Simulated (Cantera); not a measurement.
## Ammonia decomposition in nitride growth gas

An isothermal, constant-pressure homogeneous reactor starts with 33.3 % NH₃, 66.7 % N₂, at 2073 K and 0.0263 atm.

Model: the gas-phase N/H chemistry of the illustrative SiF4/NH3 mechanism in the Surface Chemkin manual (1991), integrated in Cantera. Walls and surfaces, which speed up NH3 decomposition in real reactors, are not modelled.

| t (s) | x NH₃ | x N₂ | x NH₂ | x N₂H₂ | x N₂H₄ | x N |
|---|---|---|---|---|---|---|
| 1.00e-6 | 0.333 | 0.667 | 2.25e-7 | <1e-12 | <1e-12 | <1e-12 |
| 4.78e-6 | 0.333 | 0.667 | 1.36e-6 | <1e-12 | <1e-12 | <1e-12 |
| 2.29e-5 | 0.333 | 0.667 | 8.42e-6 | 2.84e-11 | <1e-12 | <1e-12 |
| 0.000109 | 0.333 | 0.667 | 4.35e-5 | 1.75e-9 | 1.27e-11 | 5.60e-12 |
| 0.000524 | 0.333 | 0.667 | 0.000210 | 5.98e-8 | 3.06e-10 | 8.46e-10 |
| 0.00250 | 0.332 | 0.666 | 0.000926 | 1.68e-6 | 5.97e-9 | 2.41e-8 |
| 0.0120 | 0.323 | 0.665 | 0.00145 | 5.13e-6 | 1.47e-8 | 2.75e-7 |
| 0.0573 | 0.282 | 0.660 | 0.00112 | 4.21e-6 | 8.71e-9 | 1.25e-6 |
| 0.274 | 0.157 | 0.644 | 0.000655 | 1.93e-6 | 2.99e-9 | 2.28e-6 |
| 1.31 | 0.0185 | 0.627 | 0.000140 | 1.45e-7 | 1.37e-10 | 2.17e-6 |
| 6.27 | 3.72e-6 | 0.622 | 2.52e-7 | 2.42e-12 | <1e-12 | 3.26e-7 |
| 30.0 | 1.40e-7 | 0.622 | 1.12e-8 | <1e-12 | <1e-12 | 2.00e-8 |
x: mole fraction; the columns are a selection and need not sum to one.

Equilibrium at this temperature and pressure: NH₃ 8.38e-8, N₂ 0.622, NH₂ 6.68e-9, N₂H₂ <1e-12, N₂H₄ <1e-12, N 1.20e-8 (gas phase only).
